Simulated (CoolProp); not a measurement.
Propylene at 298.15 K and 0.747 MPa flows at 0.16 m/s in a round tube of 25 mm bore and 15 µm roughness, fully developed (64/Re and Nu = 3.66 if laminar; Colebrook and Gnielinski if turbulent). Each further row changes one setting.

Computed with CoolProp (reference Helmholtz-energy equation of state, Lemmon 2013).

```json
[
 {"case": "as stated", "Reynolds number": "6630", "Darcy friction factor": "0.0353", "pressure drop (Pa/m)": "0.259", "heat-transfer coefficient (W/(m² K))": "16.4", "mass flow (kg/h)": "4.06"},
 {"case": "velocity 0.32 m/s", "Reynolds number": "13300", "Darcy friction factor": "0.0297", "pressure drop (Pa/m)": "0.874", "heat-transfer coefficient (W/(m² K))": "29.8", "mass flow (kg/h)": "8.12"},
 {"case": "diameter 50 mm", "Reynolds number": "13300", "Darcy friction factor": "0.0292", "pressure drop (Pa/m)": "0.107", "heat-transfer coefficient (W/(m² K))": "14.7", "mass flow (kg/h)": "16.2"}
]
```

Viscosity comes from a separate model (Huber 2003), an estimate that may be off by 10 % or more. Thermal conductivity comes from a separate model (Huber 2003), an estimate that may be off by 10 % or more.
